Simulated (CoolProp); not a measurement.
Tetradecamethylhexasiloxane (MD4M) along the isobar 3.05 bar: density (kg/m³) from the reference equation and from simpler models built on Tc = 653.2 K, pc = 8.286 bar, ω = 0.800; each cubic takes its own stable root.

The numbers come from the reference Helmholtz-energy equation of state, Thol 2019 in CoolProp.

```csv
T (K),phase,reference,Redlich-Kwong,Soave-Redlich-Kwong
489.3,liquid,693.0,551.6,620.5
508,liquid,___,530.9,601.0
526.7,liquid,647.8,508.1,___
545.3,liquid,___,482.7,554.3
564,liquid,595.6,38.85,___
582.7,liquid,564.4,36.34,490.1
601.3,gas,37.13,34.27,___
620,gas,___,32.50,33.09
```

Question: What belongs in the gaps?

Answer: 
- 508, reference: 671.0
- 526.7, Soave-Redlich-Kwong: 579.1
- 545.3, reference: 623.0
- 564, Soave-Redlich-Kwong: 525.2
- 601.3, Soave-Redlich-Kwong: 35.44
- 620, reference: 34.30

At some of these states Redlich-Kwong gives the other phase, because its saturation line lies elsewhere.
